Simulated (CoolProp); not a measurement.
Model: reference Helmholtz-energy equation of state, Zhou 2011, in CoolProp.

**Question.** Give the vapour pressure (MPa), liquid density (kg/m³), surface tension (mN/m) of saturated dimethyl carbonate at 362.3, 442.2, 453.7 K.

**Answer.** 
| T (K) | p (MPa) | liquid density (kg/m³) | surface tension (mN/m) |
|---|---|---|---|
| 362.3 | 0.0983 | 975 | 19.1 |
| 442.2 | 0.750 | 851 | 9.18 |
| 453.7 | 0.942 | 830 | 7.93 |

Surface tension comes from a separate correlation (Mulero 2014).
